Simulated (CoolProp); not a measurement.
Saturation properties of CF4 (R14).

The numbers come from the reference Helmholtz-energy equation of state, Platzer 1990 in CoolProp. This equation is an older, rougher fit; its heat capacities, sound speeds and derivatives of the liquid may be far off and weren't checked against measurements.

| T (°C) | p (kPa) | liquid density (kg/m³) | surface tension (mN/m) | vapour viscosity (µPa s) |
|---|---|---|---|---|
| -97.55 | 576.3 | 1426 | 6.77 | 11.1 |
| -92.05 | 737.6 | 1389 | 5.89 | 11.6 |
| -86.65 | 926.3 | 1351 | 5.05 | 12.1 |
| -81.15 | 1153 | 1310 | 4.23 | 12.7 |
| -75.65 | 1418 | 1265 | 3.43 | 13.4 |
| -70.15 | 1726 | 1215 | 2.67 | 14.2 |
| -64.65 | 2081 | 1159 | 1.95 | 15.2 |
| -59.15 | 2489 | 1093 | 1.28 | 16.5 |

It boils at -128.0 °C under 1 atm.

Viscosity comes from a separate model (Huber 2003), an estimate that may be off by 10 % or more. Surface tension comes from a separate correlation (Mulero 2012).
